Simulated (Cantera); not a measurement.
Charge: 1 mol MgO, 0.57 mol C, 0.3 mol CO, equilibrated at 2648 K and 750 Torr.

These are equilibrium values from Cantera (NASA tables, ideal gas, pure condensed phases), not measurements of a reactor. Candidate condensed phases: C, Mg, MgCO3, MgO; 15 gas species. Rates play no part.

Base state: CO 0.598, Mg 0.398, CO2 0.00351, MgO 0.000297, O 1.31e-5 (mole fractions); condensed: MgO(s).

### Question
What changes in the equilibrium state with this change: temperature from 2648 K to 1273 K?

### Answer
```json
[
 {"species": "CO", "before": "0.598", "after": "0.993"},
 {"species": "CO2", "before": "0.00351", "after": "0.00709"},
 {"species": "Mg", "before": "0.398", "after": "<1e-9"},
 {"species": "MgO", "before": "0.000297", "after": "<1e-9"},
 {"species": "O", "before": "1.31e-5", "after": "<1e-9"},
 {"species": "MgO(s), mol", "before": "0.424", "after": "1.00"},
 {"species": "C(graphite), mol", "before": "0", "after": "0.572"}
]
```
